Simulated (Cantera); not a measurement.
Charge: 1 mol HI, 0.039 mol O2, 2.3 mol H2, at 250 Pa.

Method: chemical equilibrium by Gibbs-energy minimisation in Cantera with the NASA 1993 tables (ideal gas, pure condensed phases). Candidate condensed phases: H2O, I2; 12 gas species. Kinetics and transport are ignored. All values below are at 2777 °C.

Base state: H 0.785, I 0.157, H2 0.0457, O 0.0110, OH 0.00105, H2O 0.000177, HI 0.000168, O2 1.68e-5 (mole fractions); condensed: gas only.

Question: What changes in the equilibrium state with this change: HI replaced by HBr?

Answer: 
```csv
species,before,after
H,0.785,0.785
Br,0,0.155
H2,0.0457,0.0457
I,0.157,0
HBr,0,0.00162
O,0.0110,0.0110
HI,0.000168,0
O2,1.68e-5,1.68e-5
```
Further candidate phases: Br2.
